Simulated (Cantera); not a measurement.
An isothermal, constant-pressure homogeneous reactor starts with CH4 : H2 = 0.0057 : 1 (molar parts), at 1673 K and 0.0592 atm. Integrator tolerance rtol = 1e-08.

Model: GRI-Mech 3.0 (53 species, 325 reactions), integrated in Cantera. GRI-Mech 3.0 stops at C3 and has no aromatics, soot or wall deposition, so with more carbon than oxygen in the feed, carbon stays in small species such as C2H2 where larger ones or solid carbon would form.

### Question
What does this change do: temperature 1673 to 2723 K?

### Answer
```
quantity                                              before                                    after
-----------------  -----------------------------------------  ---------------------------------------
x(CH4) at 2.00 s    0.00374 (gas-phase equilibrium 0.000482)  1.33e-6 (gas-phase equilibrium 1.35e-6)
x(H2) at 2.00 s          0.995 (gas-phase equilibrium 0.996)      0.773 (gas-phase equilibrium 0.773)
x(C2H4) at 2.00 s    4.22e-6 (gas-phase equilibrium 9.18e-6)  3.92e-8 (gas-phase equilibrium 3.92e-8)
x(CH2) at 2.00 s     1.61e-8 (gas-phase equilibrium 2.16e-9)  3.27e-6 (gas-phase equilibrium 3.31e-6)
x(H) at 2.00 s     0.000459 (gas-phase equilibrium 0.000467)      0.224 (gas-phase equilibrium 0.224)
x(C2H2) at 2.00 s   0.000934 (gas-phase equilibrium 0.00257)  0.00241 (gas-phase equilibrium 0.00241)
x(C2H6) at 2.00 s    4.82e-8 (gas-phase equilibrium 1.46e-9)    <1e-12 (gas-phase equilibrium <1e-12)
```
